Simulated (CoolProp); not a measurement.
Vapour-liquid equilibrium of 1-butene (1) + acetone (2) at 65.25 °C; x and y are mole fractions of (1).

Values from CoolProp's multi-fluid Helmholtz-energy mixture model, Lemmon 2005 and Lemmon 2006; pair parameters Bell 2016.

Task: Give the bubble pressure and the first vapour's composition at x = 0.2, 0.65, 0.8. Is there an azeotrope?

Result: x = 0.2: 0.4186 MPa, y = 0.704; x = 0.65: 0.7083 MPa, y = 0.877; x = 0.8: 0.7718 MPa, y = 0.916. No azeotrope shows between x = 0.05 and 0.95.

Pair parameters are fitted to limited data, so mixtures are less certain than the pure fluids.
